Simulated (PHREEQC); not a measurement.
Make-up at 20 °C: 21 mmol/kgw CdI2. Closed to the air; pH follows from the charge balance.

Equilibrium calculation in PHREEQC: ion-association model, wateq4f.dat.

No solid was allowed to form.

Problem. What pH, ionic strength does the model give?

Solution. pH 6.35; ionic strength 0.0283 mol/kgw.

Problem. In which forms is I present?

Solution. I- 53 %, CdI+ 25 %, CdI2 21 % of the I.
